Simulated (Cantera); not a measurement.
Feed: 1 mol borazine, 0.58 mol O2, equilibrated at 0.440 bar.

These are equilibrium values from Cantera (NASA tables, ideal gas, pure condensed phases), not measurements of a reactor. Candidate condensed phases: B, BN, B2O3, B3O3H3, H2O; 39 gas species. The feed counts by its element totals alone. Mutual solubility and eutectic melting of coexisting phases are not modelled. Gases not in the tables: H3BO3. Equilibrium is a limit: real reactors are often held back by kinetics, nucleation or transport. All values below are at 1348 K.

Base state: H2 0.884, N2 0.113, H2O 0.00271, HBO2 0.000421, HBO 2.62e-5, NH3 1.27e-5 (mole fractions); condensed: BN(s) + B2O3(l).

Question: What changes in the equilibrium state with this change: O2 from 0.58 to 2.5 mol?

Answer: 
```json
[
 {"species": "H2", "before": "0.884", "after": "0.555"},
 {"species": "N2", "before": "0.113", "after": "0.333"},
 {"species": "H2O", "before": "0.00271", "after": "0.109"},
 {"species": "HBO2", "before": "0.000421", "after": "0.00267"},
 {"species": "(HBO2)3", "before": "6.62e-7", "after": "0.000170"},
 {"species": "HBO", "before": "2.62e-5", "after": "2.59e-6"},
 {"species": "NH3", "before": "1.27e-5", "after": "1.08e-5"},
 {"species": "BN(s), mol", "before": "2.23", "after": "0"},
 {"species": "B2O3(l), mol", "before": "0.383", "after": "1.49"}
]
```
